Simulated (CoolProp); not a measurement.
Values from CoolProp's reference Helmholtz-energy equation of state, Gao 2022.

Task: For n-perfluorobutane, give the phase and the Z, cv (kJ/(kg K)), Joule-Thomson coefficient (K/MPa), expansivity (1/kK) at 436.3 K and 5.81 MPa.

Result: 
- 436.3 K and 5.81 MPa: supercritical; Z 0.487, cv 0.987, Joule-Thomson coefficient 3.27, expansivity 10.5
